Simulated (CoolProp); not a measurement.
Computed with CoolProp (reference Helmholtz-energy equation of state, Guder 2009).

Task: For sulfur hexafluoride, give the phase and the density (kg/m³), speed of sound (m/s), expansivity (1/kK), viscosity (µPa s) at 274.5 K and 4340 kPa; 294.6 K and 4340 kPa; 374.8 K and 4340 kPa.

Result: 
- 274.5 K and 4340 kPa: liquid; density 1590, speed of sound 358, expansivity 4.08, viscosity 200
- 294.6 K and 4340 kPa: liquid; density 1440, speed of sound 268, expansivity 6.02, viscosity 143
- 374.8 K and 4340 kPa: supercritical; density 271, speed of sound 123, expansivity 6.88, viscosity 22.9

Viscosity comes from a separate model (Quiñones-Cisneros 2012).
